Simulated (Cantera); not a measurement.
Input (Python, Cantera):

```python
import numpy as np
import cantera as ct

gas = ct.Solution("gri30.yaml")
gas.TPX = 1225, 100000, {'CH4': 1, 'H2': 0.19, 'O2': 5.11, 'N2': 19.2, 'H2O': 0.59}
reactor = ct.IdealGasReactor(gas, energy="on", clone=False)
net = ct.ReactorNet([reactor])
net.rtol, net.atol = 1e-08, 1e-16
show = ['CH4', 'H2', 'O2', 'NO', 'H']
times = np.geomspace(5e-06, 4, 13)

steps = ct.SolutionArray(gas, extra=["t"])
rows = []
print(f"{'t/s':>10s}{'T/K':>9s}{'P/Pa':>11s}" + "".join(f"{s:>11s}" for s in show))
for t in times:
    while net.time < t:
        t_next = net.step()
        steps.append(gas.state, t=t_next)
    rows.append([np.interp(t, steps.t, y) for y in (steps.T, steps.P, *steps(*show).X.T)])
    print(f"{t:10.3e}{rows[-1][0]:9.1f}{rows[-1][1]:11.4g}" + "".join(f"{x:11.3e}" for x in rows[-1][2:]))
rate = np.gradient(steps.T, steps.t)
print("integrator steps:", len(steps.t))
if steps.T.max() > steps.T[0] + 200:
    print(f"time of steepest temperature rise: {steps.t[rate.argmax()]:.4e} s")
gas.TPX = 1225, 100000, {'CH4': 1, 'H2': 0.19, 'O2': 5.11, 'N2': 19.2, 'H2O': 0.59}
gas.equilibrate("UV")
print(f"equilibrium (UV): T = {gas.T:.1f} K  " + "  ".join(f"{s} {gas[s].X[0]:.3e}" for s in show))
```

Output:

```
       t/s      T/K       P/Pa        CH4         H2         O2         NO          H
 5.000e-06   1225.0      1e+05  3.833e-02  7.282e-03  1.959e-01  1.751e-20  2.530e-10
 1.552e-05   1225.0      1e+05  3.833e-02  7.282e-03  1.959e-01  1.309e-19  3.309e-10
 4.817e-05   1225.0      1e+05  3.833e-02  7.282e-03  1.959e-01  6.766e-19  5.181e-10
 1.495e-04   1225.0      1e+05  3.833e-02  7.282e-03  1.959e-01  4.441e-18  1.322e-09
 4.642e-04   1225.0      1e+05  3.833e-02  7.282e-03  1.959e-01  6.320e-17  8.401e-09
 1.441e-03   1225.7  1.001e+05  3.820e-02  7.244e-03  1.958e-01  2.107e-14  3.242e-07
 4.472e-03   1977.7  1.641e+05  4.062e-15  3.468e-03  1.165e-01  3.739e-06  4.170e-03
 1.388e-02   2275.0  1.855e+05  1.181e-20  4.074e-04  1.140e-01  1.015e-03  1.268e-04
 4.309e-02   2268.8   1.85e+05  1.075e-20  3.959e-04  1.128e-01  3.582e-03  1.211e-04
 1.337e-01   2258.4  1.841e+05  9.159e-21  3.772e-04  1.107e-01  7.825e-03  1.121e-04
 4.152e-01   2253.4  1.837e+05  8.459e-21  3.685e-04  1.097e-01  9.869e-03  1.079e-04
 1.289e+00   2253.3  1.837e+05  8.437e-21  3.682e-04  1.097e-01  9.935e-03  1.078e-04
 4.000e+00   2253.3  1.837e+05  8.437e-21  3.682e-04  1.097e-01  9.935e-03  1.078e-04
integrator steps: 2053
time of steepest temperature rise: 4.4522e-03 s
equilibrium (UV): T = 2253.3 K  CH4 1.311e-20  H2 3.682e-04  O2 1.097e-01  NO 9.935e-03  H 1.078e-04
```

Computed with Cantera and GRI-Mech 3.0 (53 species, 325 reactions).
